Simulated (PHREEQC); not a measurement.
PHREEQC input (ion-association model, wateq4f.dat):

```
SOLUTION_SPECIES
  CO3-2 + 10 H+ + 8 e- = CH4 + 3 H2O  # shut off: no methane
    -log_k -100
    -delta_h 0
    -analytic -100
  SO4-2 + 10H+ + 8e- = H2S + 4H2O  # shut off: sulfate is not reduced
    -log_k -100
    -delta_h 0
    -analytic -100
SOLUTION 1
  temp 40
  units mol/kgw
  pH 7 charge
  Cl 0.306
  Sr 0.14
  C(4) 0.012
  K 0.026
SOLUTION 2
  temp 40
  units mol/kgw
  pH 7 charge
  Cl 0.016
  Cd 0.008
  B 9e-05
  S(6) 0.00012
  Mn(2) 0.00012
END
SELECTED_OUTPUT 1
  -reset false
  -pH true
  -pe true
  -ionic_strength true
  -water true
  -totals B C Cd Cl K Mn S Sr C(-4) C(4)
    Mn(2) Mn(3) Mn(6) Mn(7) S(-2) S(6)
  -molalities H+ H3BO3 CO3-2 Cd+2 Cl- K+ Mn+2 SO4-2 Sr+2 H2BO3-
    CO2 HCO3- KSO4- SrHCO3+ HSO4- H2S HS- S-2 O2 SrOH+
    SrCO3 OH- Mn+3 MnCl+ MnCl2 MnCl3- MnOH+ Mn(OH)3- MnSO4 MnHCO3+
    MnO4- MnO4-2 CdCl+ CdCl2 CdCl3- Cd(CO3)2-2 CdOH+ Cd(OH)2 Cd(OH)3- Cd(OH)4-2
    Cd2OH+3 CdOHCl CdSO4 CdHS+ Cd(HS)2 Cd(HS)3- Cd(HS)4-2 CdHCO3+ CdCO3 Cd(SO4)2-2
    MnCO3 SrSO4
  -equilibrium_phases Celestite Rhodochrosite Pyrochroite Strontianite Cd(OH)2 Otavite CdOHCl
PRINT
  -reset false
MIX 1
  1 1
  2 0
EQUILIBRIUM_PHASES 1
  Celestite 0 0
  Rhodochrosite 0 0
  Pyrochroite 0 0
  Strontianite 0 0
  Cd(OH)2 0 0
  Otavite 0 0
  CdOHCl 0 0
END
# ... the last block is repeated for the other 10 points of share of solution B
```

Selected output (columns that matter, 11 of 11 rows; share of solution B added in front):

```
share of solution B	pH	mu	B	C	Cd	Cl	K	Mn	S	Sr	m_H+	m_H3BO3	m_Cd+2	m_Cl-
0	3.9294	0.44601	0	0.012	0	0.306	0.026	0	0	0.14	0.00015406	0	0	0.306
0.1	3.9635	0.40207	9e-06	0.0108	0.0008	0.277	0.0234	1.2e-05	1.2e-05	0.126	0.00014177	8.9999e-06	6.5663e-05	0.27593
0.2	4.0007	0.35822	1.8e-05	0.0096	0.0016	0.248	0.0208	2.4e-05	2.4e-05	0.112	0.00012942	1.8e-05	0.00014943	0.24594
0.3	4.042	0.31446	2.7e-05	0.0084	0.0024	0.219	0.0182	3.6e-05	3.6e-05	0.098	0.00011697	2.7e-05	0.00025654	0.21603
0.4	4.0885	0.27082	3.6e-05	0.0072	0.0032	0.19	0.0156	4.8e-05	4.8e-05	0.084	0.00010435	3.5999e-05	0.00039441	0.18622
0.5	4.142	0.22733	4.5e-05	0.006	0.004	0.161	0.013	6e-05	6e-05	0.07	9.1472e-05	4.4999e-05	0.00057429	0.15653
0.6	4.2055	0.18402	5.4e-05	0.0048	0.0048	0.132	0.0104	7.2e-05	7.2e-05	0.056	7.8191e-05	5.3999e-05	0.00081442	0.12697
0.7	4.2848	0.14098	6.3e-05	0.0036	0.0056	0.103	0.0078	8.4e-05	8.4e-05	0.042	6.428e-05	6.2999e-05	0.0011477	0.097593
0.8	4.3921	0.098364	7.2e-05	0.0024	0.0064	0.074	0.0052	9.6e-05	9.6e-05	0.028	4.93e-05	7.1998e-05	0.0016437	0.068466
0.9	4.5659	0.056566	8.1e-05	0.0012	0.0072	0.045	0.0026	0.000108	0.000108	0.014	3.2137e-05	8.0997e-05	0.0024913	0.039793
1	5.8298	0.017317	9e-05	0	0.008	0.016	0	0.00012	0.00012	0	1.6588e-06	8.9947e-05	0.0045317	0.012429
```

At this temperature some constants are extrapolated from 25 °C, and those without enthalpy data are left unchanged.
